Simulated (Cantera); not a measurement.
Input (Python, Cantera) and output of one run.

```python
import numpy as np
import cantera as ct

gas_names = """
    Electron H H+ H- HO2 H2 H2+ H2- H2O H2O+ H2O2 H2S H2SO4 H3O+ O O+ O- OH OH+ OH- O2 O2+ O2- O3 S S+
    S- SH SO SO2 SO3 S2 S2O S8
""".split()
cond_names = """
    H2O(s) H2O(L) H2SO4(L) S(cr1) S(cr2) S(L)
""".split()


# ... load() reads the species with a 1 bar reference pressure and builds the phases ...
atoms = {
    'SO2': {'S': 1, 'O': 2},
    'H2': {'H': 2},
    'H2O': {'H': 2, 'O': 1},
}
top_T = {}  # K; cautious upper limits of use, not melting points


# ... equilibrate(T, P, feed) seeds the gas with the atoms and calls Mixture.equilibrate('TP', solver="vcs", rtol=1e-11, max_steps=5000) ...
results = []
feed = {'SO2': 1, 'H2': 0.16, 'H2O': 0.84}  # mol
P = 480  # Pa
for T in [2500, 3000, 3500, 4000, 4500, 5000]:
    mix = equilibrate(T, P, feed)
    results.append((T, P, feed, dict(zip(mix.species_names, mix.species_moles))))
    x = sorted(zip(gas.X, gas.species_names), reverse=True)
    print(f"T = {T:g} K  P = {P:g} Pa  gas = {mix.phase_moles(0):.4g} mol")
    print("   x: " + "  ".join(f"{s} {v:.3e}" for v, s in x if v > 0.0001))
    print("   condensed (mol): " + ("  ".join(f"{mix.phase(i).name} {mix.phase_moles(i):.4g}"
          for i in range(1, mix.n_phases) if mix.phase_moles(i) > 1e-12) or "none"))
```

Output:

```
T = 2500 K  P = 480 Pa  gas = 2.466 mol
   x: SO2 2.958e-01  H2O 2.363e-01  H 1.060e-01  SO 1.000e-01  H2 8.536e-02  OH 6.083e-02  O2 5.648e-02  O 4.971e-02  S 8.521e-03  SH 6.819e-04  S2 1.815e-04
   condensed (mol): none
T = 3000 K  P = 480 Pa  gas = 4.625 mol
   x: O 3.390e-01  H 3.375e-01  SO 1.000e-01  S 9.082e-02  O2 4.303e-02  OH 3.594e-02  SO2 2.301e-02  H2 2.192e-02  H2O 7.031e-03  SH 1.145e-03  S2 6.187e-04
   condensed (mol): none
T = 3500 K  P = 480 Pa  gas = 5.713 mol
   x: O 4.725e-01  H 3.427e-01  S 1.627e-01  SO 1.161e-02  O2 4.409e-03  OH 3.825e-03  H2 1.617e-03  SH 2.399e-04  S2 1.612e-04  SO2 1.516e-04
   condensed (mol): none
T = 4000 K  P = 480 Pa  gas = 5.825 mol
   x: O 4.847e-01  H 3.423e-01  S 1.703e-01  SO 1.242e-03  OH 5.579e-04  O2 5.091e-04  H2 2.214e-04
   condensed (mol): none
T = 4500 K  P = 480 Pa  gas = 5.838 mol
   x: O 4.859e-01  H 3.423e-01  S 1.709e-01  SO 2.071e-04  Electron 1.937e-04  S+ 1.935e-04  OH 1.221e-04
   condensed (mol): none
T = 5000 K  P = 480 Pa  gas = 5.844 mol
   x: O 4.858e-01  H 3.422e-01  S 1.702e-01  Electron 8.383e-04  S+ 8.362e-04
   condensed (mol): none
```

Equilibrium computed with Cantera from the NASA thermochemical tables; the gas is ideal and each condensed phase is pure.
